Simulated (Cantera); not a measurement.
Feed: 1 mol borazine, 11 mol N₂, held at 230 Pa.

Cantera equilibrium calculation (NASA polynomials, part measured and part estimated; ideal gas, pure solids and liquids). Candidate condensed phases: B, BN; 15 gas species. The feed counts by its element totals alone. The tables' values for BH₂ are old estimates; treat these amounts as uncertain. Kinetics and transport are ignored.

log p: log10 of the partial pressure in bar; n: condensed amount in mol.

```json
[
 {"T (K)": "1873", "log p N₂": "-2.74", "log p H₂": "-3.31", "log p H": "-4.85", "log p B": "___", "n BN(s)": "3.00", "n B(s)": "0"},
 {"T (K)": "1923", "log p N₂": "-2.74", "log p H₂": "-3.32", "log p H": "-4.69", "log p B": "___", "n BN(s)": "3.00", "n B(s)": "0"},
 {"T (K)": "1973", "log p N₂": "-2.75", "log p H₂": "-3.32", "log p H": "-4.53", "log p B": "___", "n BN(s)": "3.00", "n B(s)": "0"},
 {"T (K)": "2023", "log p N₂": "-2.75", "log p H₂": "-3.33", "log p H": "-4.39", "log p B": "___", "n BN(s)": "3.00", "n B(s)": "0"},
 {"T (K)": "2073", "log p N₂": "-2.75", "log p H₂": "-3.34", "log p H": "-4.25", "log p B": "___", "n BN(s)": "3.00", "n B(s)": "0"},
 {"T (K)": "2123", "log p N₂": "-2.75", "log p H₂": "-3.35", "log p H": "-4.12", "log p B": "___", "n BN(s)": "2.99", "n B(s)": "0"},
 {"T (K)": "2173", "log p N₂": "-2.75", "log p H₂": "-3.37", "log p H": "-4.00", "log p B": "___", "n BN(s)": "2.99", "n B(s)": "0"},
 {"T (K)": "2223", "log p N₂": "-2.74", "log p H₂": "-3.43", "log p H": "-3.91", "log p B": "___", "n BN(s)": "0", "n B(s)": "2.97"}
]
```

Task: Complete the blanks.

Result: 
- 1873, log p B: -8.89
- 1923, log p B: -8.31
- 1973, log p B: -7.75
- 2023, log p B: -7.23
- 2073, log p B: -6.73
- 2123, log p B: -6.25
- 2173, log p B: -5.80
- 2223, log p B: -5.43
